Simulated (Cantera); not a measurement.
Cantera run:

```python
import numpy as np
import cantera as ct

gas_names = """
    AL ALCL ALCL2 ALCL3 ALN AL2 AL2CL6 CL CL2 N N2
""".split()
cond_names = """
    AL(cr) AL(L) ALCL3(s) ALCL3(L) ALN(s)
""".split()


def load(file, names, dense=False):
    # The tables refer to 1 bar. Condensed volumes are neglected.
    table = {s.name: s for s in ct.Species.list_from_file(file)}
    out = []
    for n in names:
        d = dict(table[n].input_data)
        d["thermo"] = dict(d["thermo"], **{"reference-pressure": 1e5})
        if dense:
            d["equation-of-state"] = {"model": "constant-volume", "density": "1e6 g/cm^3"}
        out.append(ct.Species.from_dict(d))
    return out


gas = ct.Solution(thermo="ideal-gas", species=load("nasa_gas.yaml", gas_names))
cond = {s.name: ct.Solution(thermo="fixed-stoichiometry", species=[s], name=s.name)
        for s in load("nasa_condensed.yaml", cond_names, dense=True)}
atoms = {
    'Al': {'AL': 1},
    'Cl2': {'CL': 2},
    'N2': {'N': 2},
}
top_T = {'ALN(s)': 2750}  # K; cautious upper limits of use, not melting points


def equilibrate(T, P, feed):
    n = {}
    for name, mol in feed.items():
        for a, k in atoms[name].items():
            n[a] = n.get(a, 0.0) + k * mol
    gas.TPX = T, P, n
    mass = sum(n.values()) * gas.mean_molecular_weight
    gas.equilibrate("TP")
    valid = [c for c in cond.values() if c.min_temp <= T <= top_T.get(c.name, c.max_temp)]
    mix = ct.Mixture([(gas, mass / gas.mean_molecular_weight)] + [(c, 0.0) for c in valid])
    mix.T, mix.P = T, P
    mix.equilibrate("TP", solver="vcs", rtol=1e-11, max_steps=5000)
    return mix


results = []
feed = {'Al': 1, 'Cl2': 2.3, 'N2': 3.4}  # mol
P = 1600  # Pa
for T in [773, 873, 973, 1073, 1173, 1273, 1373, 1473]:
    mix = equilibrate(T, P, feed)
    results.append((T, P, feed, dict(zip(mix.species_names, mix.species_moles))))

top = {s: max(r[3][s] / sum(r[3][g] for g in gas_names) for r in results) for s in gas_names}
cols = sorted((s for s in top if top[s] > 1e-05), key=lambda s: -top[s])[:9]
seen = [c for c in cond_names if any(r[3].get(c, 0) > 1e-12 for r in results)]
print("log10 of partial pressures in bar; condensed amounts in mol")
print(f"{'T/K':>10s}" + "".join(f"{s[:9]:>10s}" for s in cols + seen))
for T, P, feed, n in results:
    ng = sum(n[g] for g in gas_names)
    print(f"{T:10.4g}" + "".join(f"{np.log10(max(n[s] / ng * P / 1e5, 1e-99)):10.3f}" for s in cols)
          + "".join(f"{n.get(c, 0):10.4g}" for c in seen))
```

Result:

```
log10 of partial pressures in bar; condensed amounts in mol
       T/K        N2     ALCL3       CL2        CL    AL2CL6
       773    -1.979    -2.526    -2.607    -6.614    -4.258
       873    -1.980    -2.514    -2.609    -5.658    -5.147
       973    -1.981    -2.512    -2.610    -4.896    -5.860
      1073    -1.981    -2.513    -2.614    -4.276    -6.435
      1173    -1.983    -2.514    -2.627    -3.764    -6.907
      1273    -1.987    -2.518    -2.658    -3.342    -7.304
      1373    -1.994    -2.526    -2.725    -3.001    -7.647
      1473    -2.006    -2.537    -2.851    -2.739    -7.950
```

These are equilibrium values from Cantera (NASA tables, ideal gas, pure condensed phases), not measurements of a reactor.
